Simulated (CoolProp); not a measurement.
Saturation properties of CH2F2 (R32).

Values from CoolProp's reference Helmholtz-energy equation of state, Tillner-Roth 1997.

| T (K) | p (kPa) | vapour density (kg/m³) | enthalpy of vaporisation (kJ/kg) | surface tension (mN/m) | vapour viscosity (µPa s) |
|---|---|---|---|---|---|
| 172.4 | 3.563 | 0.1299 | 430.2 | 30.8 | 7.62 |
| 186.3 | 11.32 | 0.3841 | 417.2 | 27.9 | 8.25 |
| 200.3 | 30.12 | 0.9594 | 403.7 | 25.0 | 8.89 |
| 214.3 | 69.22 | 2.090 | 389.5 | 22.1 | 9.53 |
| 228.3 | 141.6 | 4.095 | 374.3 | 19.3 | 10.2 |
| 242.3 | 264.0 | 7.387 | 357.9 | 16.6 | 10.8 |
| 256.3 | 456.2 | 12.50 | 339.8 | 14.0 | 11.5 |
| 270.3 | 741.4 | 20.14 | 319.7 | 11.5 | 12.2 |
| 284.3 | 1145 | 31.31 | 296.9 | 9.06 | 12.9 |
| 298.3 | 1696 | 47.55 | 270.6 | 6.76 | 13.8 |

It boils at 221.5 K under 1 atm.

Viscosity comes from a separate model (Bell 2016), an estimate that may be off by 10 % or more. Surface tension comes from a separate correlation (Mulero 2012).
